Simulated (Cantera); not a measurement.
Input: 1 mol SiH4, 13 mol H2O, a varied amount of N2, equilibrated at 1823.15 K and 10.0 mbar.

Method: chemical equilibrium by Gibbs-energy minimisation in Cantera with the NASA 1993 tables (ideal gas, pure condensed phases). Candidate condensed phases: H2O, Si, SiO2, Si2N2O, Si3N4; 35 gas species. The tables hold silica as quartz up to 1696 K and as liquid above; real silica turns to tridymite and cristobalite and melts near 1996 K. Kinetics and transport are ignored.

Question: At 87 mol N2, list the 6 most abundant gas species with their mole fractions, and the condensed phases.

Answer: N2 0.852, H2O 0.108, H2 0.0388, H 0.000854, OH 0.000165, SiO 0.000123. Condensed: SiO2(condensed).
